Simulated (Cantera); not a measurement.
**Premixed flame**

A freely propagating, adiabatic, planar premixed flame of 17.4 % CH₃OH, 17.4 % O₂, 65.3 % N₂, equivalence ratio 1.5, unburnt at 700 K and 9.87 atm; multicomponent transport, grid criteria slope 0.08 and curve 0.16, no radiation.

Detailed kinetics in Cantera: GRI-Mech 3.0 (53 species, 325 reactions). GRI-Mech 3.0 was tuned for natural gas; its chemistry of methanol as a main component is partial and can be far from experiment. Burning velocities carry a grid error of a few per cent, more on coarse grids.

```
z (mm)    T (K)  u (m/s)   x CH₃OH      x O₂       x O     x CH₃     x CO₂     x HCO
--------  -----  -------  --------  --------  --------  --------  --------  --------
-0.0979     701     1.20     0.173     0.172     <1e-8     <1e-8   1.24e-6     <1e-8
-0.0653     705     1.22     0.171     0.171     <1e-8     <1e-8   1.62e-5     <1e-8
-0.0489     721     1.26     0.169     0.167     <1e-8     <1e-8   9.03e-5     <1e-8
-0.0326     801     1.43     0.160     0.158     <1e-8     <1e-8  0.000689     <1e-8
-0.0163    1128     2.11     0.118     0.122   2.14e-8   4.46e-7   0.00512   1.74e-7
-0.00816   1458     2.84    0.0656    0.0855   3.54e-6   1.42e-5    0.0120   2.37e-5
0          1813     3.67   0.00989    0.0454  0.000158  0.000210    0.0228  0.000270
0.00816    1982     4.05  0.000137    0.0215  0.000591  0.000152    0.0340   3.92e-5
0.0163     2058     4.19   1.53e-6   0.00922  0.000620   4.64e-5    0.0434   3.32e-6
0.0326     2130     4.31   8.34e-8   0.00200  0.000398   4.37e-6    0.0538   1.71e-6
0.0653     2185     4.40     <1e-8  0.000390  0.000171   1.16e-7    0.0594   1.02e-6
0.131      2221     4.46     <1e-8  0.000107   5.49e-5     <1e-8    0.0605   5.58e-7
0.261      2239     4.50     <1e-8   2.93e-5   1.53e-5     <1e-8    0.0604   2.91e-7
```
x: mole fraction of selected species; z is measured from the peak of heat release.

```json
{
 "laminar_burning_velocity": "119 cm/s",
 "thermal_thickness": "0.0326 mm",
 "peak x(O)": "0.000644",
 "peak x(CH₃)": "0.000250",
 "peak x(HCO)": "0.000270",
 "grid_points": "142"
}
```
